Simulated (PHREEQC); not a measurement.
**Alkaline etch or developer: an equilibrium model**

Consider water at 25 °C with 0.029 mol/kgw NH3, 2.4e-05 mol/kgw H4SiO4 and 0.24 mol/kgw K3PO4. Closed to the air; pH follows from the charge balance.

Computed with PHREEQC (ion-association model, phreeqc.dat).

This is a speciation only: nothing precipitates in the calculation.

Problem. What pH, density does the model give?

Solution. pH 12.10; density 1.044 g/cm³.

Problem. In which forms is Si present?

Solution. H3SiO4- 77 %, H2SiO4-2 23 % of the Si.

The ionic strength is past about 0.7 mol/kgw, beyond the range of this activity model, so the values are rough. Complexes and solids missing from the database can't appear.
